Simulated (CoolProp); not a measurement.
Vapour-liquid equilibrium of CHF3 (R23) (1) + R143a (2) at 0.14 MPa; x and y are mole fractions of (1).

The numbers come from the multi-fluid Helmholtz-energy mixture model, Penoncello 2003 and Lemmon and Jacobsen 2000; pair parameters Bell 2016 in CoolProp.

### Question
Give the bubble temperature and the first vapour's composition at x = 0.05, 0.8, 0.95. Is there an azeotrope?

### Answer
x = 0.05: -43.6 °C, y = 0.177; x = 0.8: -72.8 °C, y = 0.961; x = 0.95: -75.4 °C, y = 0.991. No azeotrope shows between x = 0.05 and 0.95.

The pair parameters rest on a limited set of measurements; away from them the model extrapolates. The gap from Raoult's law changes sign with composition, which may be real or a fault of the pair parameters; it wasn't checked against measurements.
